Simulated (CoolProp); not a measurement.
A closed Brayton cycle with dry air: compressor inlet 320.15 K and 6.9 MPa, high pressure 20.1 MPa, turbine inlet 765 K, compressor efficiency 0.85, turbine efficiency 0.85, recuperator effectiveness 0.95 (on enthalpy, no pinch check). Each further row changes one setting.

Values from CoolProp's reference Helmholtz-energy equation of state, Lemmon 2000. It is a pseudo-pure fit of the blend.

```json
[
 {"case": "as stated", "thermal efficiency (%)": "21.2", "net work (kJ/kg)": "41.3", "compressor to turbine work": "0.77", "compressor exit (K)": "456.0", "turbine exit (K)": "602.3"},
 {"case": "turbine inlet 715 K", "thermal efficiency (%)": "16.2", "net work (kJ/kg)": "…", "compressor to turbine work": "…", "compressor exit (K)": "456.0", "turbine exit (K)": "561.3"},
 {"case": "compressor inlet 330.15 K", "thermal efficiency (%)": "19.0", "net work (kJ/kg)": "36.6", "compressor to turbine work": "0.80", "compressor exit (K)": "470.0", "turbine exit (K)": "602.3"},
 {"case": "high pressure 17.1 MPa", "thermal efficiency (%)": "…", "net work (kJ/kg)": "…", "compressor to turbine work": "0.74", "compressor exit (K)": "…", "turbine exit (K)": "…"},
 {"case": "recuperator effectiveness 0.5", "thermal efficiency (%)": "…", "net work (kJ/kg)": "41.3", "compressor to turbine work": "0.77", "compressor exit (K)": "456.0", "turbine exit (K)": "602.3"}
]
```

**Question.** Some entries are withheld; supply them.

**Answer.** 
- turbine inlet 715 K, net work (kJ/kg): 29.3
- turbine inlet 715 K, compressor to turbine work: 0.83
- high pressure 17.1 MPa, thermal efficiency (%): 24.0
- high pressure 17.1 MPa, net work (kJ/kg): 41.4
- high pressure 17.1 MPa, compressor exit (K): 432.8
- high pressure 17.1 MPa, turbine exit (K): 624.3
- recuperator effectiveness 0.5, thermal efficiency (%): 15.6
